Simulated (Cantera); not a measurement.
A perfectly stirred reactor is fed with 27.0 % C2H6, 73.0 % N2, at 0.450 bar; it is held at 1375 K, and followed from long to short residence time.

Cantera simulation using GRI-Mech 3.0 (53 species, 325 reactions); the numbers are that mechanism's predictions, not measurements. GRI-Mech 3.0 stops at C3 and has no aromatics, soot or wall deposition, so with more carbon than oxygen in the feed, carbon stays in small species such as C2H2 where larger ones or solid carbon would form.

Predict: x(C2H6) at τ = 0.890 s; x(CH3) at τ = 0.890 s; x(H2) at τ = 0.890 s; x(C2H2) at τ = 0.890 s; x(CH2) at τ = 0.890 s; x(C2H6) at τ = 6.30 ms; x(CH3) at τ = 6.30 ms; x(H2) at τ = 6.30 ms; x(C2H2) at τ = 6.30 ms; x(CH2) at τ = 6.30 ms.


- x(C2H6) at τ = 0.890 s: 0.000786
- x(CH3) at τ = 0.890 s: 4.93e-5
- x(H2) at τ = 0.890 s: 0.268
- x(C2H2) at τ = 0.890 s: 0.136
- x(CH2) at τ = 0.890 s: 1.45e-9
- x(C2H6) at τ = 6.30 ms: 0.0351
- x(CH3) at τ = 6.30 ms: 0.000313
- x(H2) at τ = 6.30 ms: 0.173
- x(C2H2) at τ = 6.30 ms: 0.0485
- x(CH2) at τ = 6.30 ms: 3.49e-8
